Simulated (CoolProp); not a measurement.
Model: reference Helmholtz-energy equation of state, Thol 2014, in CoolProp.

Task: For diethyl ether, give the phase and the isothermal compressibility (1/MPa), expansivity (1/kK) at 102.95 °C and 81.6 bar; 178.65 °C and 81.6 bar; 208.95 °C and 81.6 bar.

Result: 
- 102.95 °C and 81.6 bar: liquid; isothermal compressibility 0.00400, expansivity 2.08
- 178.65 °C and 81.6 bar: liquid; isothermal compressibility 0.0144, expansivity 3.69
- 208.95 °C and 81.6 bar: supercritical; isothermal compressibility 0.0325, expansivity 5.55
